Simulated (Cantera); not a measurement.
Low-pressure radical oxidation in H2/O2

An isothermal, constant-pressure homogeneous reactor starts with 4.03 % H₂, 96.0 % O₂, at 1325 K and 20.0 Torr.

Computed with Cantera and the H2/O2 subset of GRI-Mech 3.0, which has no nitrogen chemistry. Radical loss at walls, strong at low pressure, is not modelled. The temperature is held fixed by assumption; the heat of reaction is taken as removed at once.

| t (s) | x H₂ | x O₂ | x O | x H₂O | x H₂O₂ |
|---|---|---|---|---|---|
| 0.000600 | 0.0391 | 0.959 | 0.000619 | 0.000835 | 5.03e-9 |
| 0.00221 | 0.000552 | 0.927 | 0.0284 | 0.0358 | 1.07e-7 |
| 0.00811 | 0.000421 | 0.935 | 0.0212 | 0.0371 | 1.04e-7 |
| 0.0298 | 0.000185 | 0.949 | 0.00898 | 0.0392 | 8.64e-8 |
| 0.110 | 3.32e-5 | 0.957 | 0.00158 | 0.0405 | 4.49e-8 |
| 0.403 | 3.72e-6 | 0.959 | 0.000176 | 0.0410 | 1.38e-8 |
| 1.48 | 4.72e-7 | 0.959 | 2.24e-5 | 0.0411 | 3.30e-9 |
| 5.44 | 8.58e-8 | 0.959 | 4.10e-6 | 0.0411 | 8.54e-10 |
| 20.0 | 3.62e-8 | 0.959 | 1.73e-6 | 0.0411 | 4.47e-10 |
x: mole fraction; the columns are a selection and need not sum to one.

Equilibrium at this temperature and pressure: H₂ 3.47e-8, O₂ 0.959, O 1.66e-6, H₂O 0.0411, H₂O₂ 4.35e-10 (gas phase only).
